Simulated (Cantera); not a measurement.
Input: 1 mol CHF3, 0.18 mol H2, held at 22.0 Pa.

Cantera equilibrium calculation (NASA polynomials, part measured and part estimated; ideal gas, pure solids and liquids). Candidate condensed phases: C, C6H6, C7H8, C8H18; 95 gas species. Equilibrium is a limit: real reactors are often held back by kinetics, nucleation or transport.

### Question
At 2725 K, list the 7 most abundant gas species with their mole fractions, and the condensed phases.

### Answer
F 0.494, HF 0.354, C3 0.0556, H 0.0453, CF 0.0303, C 0.0129, C2 0.00535. Condensed: C(graphite).
